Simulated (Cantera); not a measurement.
An isothermal, constant-pressure homogeneous reactor starts with CO : O2 : H2O : N2 = 0.0037 : 0.0039 : 0.0085 : 1 (molar parts), equivalence ratio 0.47, at 1175 K and 233 Torr.

Cantera simulation using GRI-Mech 3.0 (53 species, 325 reactions); the numbers are that mechanism's predictions, not measurements.

One state of this run: x CO = 0.00328; x O2 = 0.00366; x H2O = 0.00824; x N2O = 9.42e-9; x NO = 1.31e-9; x OH = 3.86e-5; x H2O2 = 2.50e-8. x: mole fraction; the columns are a selection and need not sum to one.

Question: Which value of t (s) does it belong to?
A) 3.00
B) 1.35
C) 0.0245
D) 0.122

Answer: C, 0.0245
